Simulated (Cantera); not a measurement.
Charge: 1 mol H2O, 0.45 mol SO2, 3.2 mol H2, held at 2623.15 K and 0.100 bar.

Method: chemical equilibrium by Gibbs-energy minimisation in Cantera with the NASA 1993 tables (ideal gas, pure condensed phases). Candidate condensed phases: H2O, H2SO4, S; 19 gas species. Rates play no part.

Base state: H2 0.504, H2O 0.298, H 0.0946, SO 0.0361, SO2 0.0204, S 0.0153, OH 0.0132, SH 0.00978 (mole fractions); condensed: gas only.

What changes in the equilibrium state with this change: pressure from 0.100 bar to 0.510 bar?


| species | before | after |
|---|---|---|
| H2 | 0.504 | 0.523 |
| H2O | 0.298 | 0.341 |
| H | 0.0946 | 0.0427 |
| S2 | 0.00454 | 0.0105 |
| OH | 0.0132 | 0.00659 |
| SH | 0.00978 | 0.0152 |
| S | 0.0153 | 0.0103 |
| SO | 0.0361 | 0.0269 |
| SO2 | 0.0204 | 0.0167 |
| O | 0.00160 | 0.000347 |
| O2 | 0.000385 | 9.17e-5 |
| H2S | 0.00174 | 0.00623 |
| S2O | 6.00e-5 | 0.000154 |
